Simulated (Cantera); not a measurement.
A freely propagating, adiabatic, planar premixed flame of 8.33 % CH₄, 4.92 % CO, 17.4 % O₂, 65.3 % N₂, 4.00 % H₂O, unburnt at 575 K and 1.00 bar; multicomponent+Soret transport, grid criteria slope 0.08 and curve 0.16, no radiation.

Detailed kinetics in Cantera: GRI-Mech 3.0 (53 species, 325 reactions). Burning velocities carry a grid error of a few per cent, more on coarse grids.

x: mole fraction of selected species; z is measured from the peak of heat release.

```
z (mm)        T (K)  u (m/s)       x CH₄        x CO        x O₂       x N₂O     x CH₂CO      x C₂H₆
-------  ----------  -------  ----------  ----------  ----------  ----------  ----------  ----------
-1.04           575     1.23      0.0833      0.0491       0.174       <1e-8       <1e-8     1.04e-8
-0.696          576     1.23      0.0831      0.0491       0.174       <1e-8       <1e-8  (withheld)
-0.522          581     1.25      0.0825      0.0491       0.173       <1e-8     2.90e-8     1.81e-6
-0.348          619     1.33      0.0794      0.0495       0.171       <1e-8     5.32e-7     2.86e-5
-0.174          945     2.06      0.0601      0.0564       0.147       <1e-8     1.73e-5    0.000548
-0.0870  (withheld)     2.95  (withheld)  (withheld)  (withheld)  (withheld)  (withheld)  (withheld)
0              1733     3.84     0.00882      0.0798      0.0623     4.26e-8     8.66e-5     9.48e-5
0.0870         1901     4.21    0.000677      0.0740      0.0332     6.95e-8     1.46e-5     4.95e-7
0.174          1951     4.30     2.59e-5      0.0621      0.0226     8.27e-8     6.21e-7       <1e-8
0.348          2007     4.39     3.62e-8      0.0499      0.0168     8.31e-8       <1e-8       <1e-8
0.696          2073     4.51       <1e-8      0.0442      0.0137     8.09e-8       <1e-8       <1e-8
1.39           2150     4.66       <1e-8      0.0413      0.0108     8.17e-8       <1e-8       <1e-8
2.78           2225     4.79       <1e-8      0.0380     0.00787     8.31e-8       <1e-8       <1e-8
```

What belongs in the gaps?


- -0.696, x C₂H₆: 2.07e-7
- -0.0870, T (K): 1343
- -0.0870, x CH₄: 0.0350
- -0.0870, x CO: 0.0682
- -0.0870, x O₂: 0.110
- -0.0870, x N₂O: 1.84e-8
- -0.0870, x CH₂CO: 6.91e-5
- -0.0870, x C₂H₆: 0.000782
